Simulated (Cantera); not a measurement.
## Hydrocarbon pyrolysis for carbon deposition

An isothermal, constant-pressure homogeneous reactor starts with 3.57 % C2H4, 96.4 % H2, at 1050 K and 44000 Pa.

Cantera simulation using GRI-Mech 3.0 (53 species, 325 reactions); the numbers are that mechanism's predictions, not measurements. GRI-Mech 3.0 was tuned for natural gas; its chemistry of ethylene as a main component is partial and can be far from experiment. GRI-Mech 3.0 stops at C3 and has no aromatics, soot or wall deposition, so with more carbon than oxygen in the feed, carbon stays in small species such as C2H2 where larger ones or solid carbon would form.

```csv
t (s),x C2H4,x H2,x CH2,x CH4,x CH3,x C2H,x C2H6
0.000100,0.0357,0.964,<1e-12,<1e-12,<1e-12,<1e-12,1.64e-12
0.000239,0.0357,0.964,<1e-12,<1e-12,<1e-12,<1e-12,9.60e-12
0.000572,0.0357,0.964,<1e-12,<1e-12,<1e-12,<1e-12,5.57e-11
0.00137,0.0357,0.964,<1e-12,<1e-12,<1e-12,<1e-12,3.20e-10
0.00327,0.0357,0.964,<1e-12,<1e-12,<1e-12,<1e-12,1.84e-9
0.00782,0.0357,0.964,<1e-12,<1e-12,<1e-12,<1e-12,1.05e-8
0.0187,0.0357,0.964,<1e-12,5.69e-12,<1e-12,<1e-12,6.03e-8
0.0447,0.0357,0.964,<1e-12,7.92e-11,<1e-12,<1e-12,3.54e-7
0.107,0.0357,0.964,<1e-12,1.23e-9,<1e-12,<1e-12,2.37e-6
0.256,0.0357,0.964,<1e-12,3.96e-8,1.04e-11,<1e-12,3.05e-5
0.612,0.0344,0.964,<1e-12,1.98e-5,2.61e-9,<1e-12,0.00138
1.46,0.0269,0.964,<1e-12,0.000749,2.24e-8,<1e-12,0.00867
3.50,0.0227,0.962,<1e-12,0.00422,5.10e-8,<1e-12,0.0111
8.36,0.0201,0.958,<1e-12,0.0120,9.78e-8,<1e-12,0.00986
20.0,0.0156,0.951,<1e-12,0.0260,1.72e-7,<1e-12,0.00760
```
x: mole fraction; the columns are a selection and need not sum to one.

Equilibrium at this temperature and pressure: C2H4 3.30e-6, H2 0.926, CH2 <1e-12, CH4 0.0741, CH3 1.69e-8, C2H <1e-12, C2H6 1.59e-6 (gas phase only).
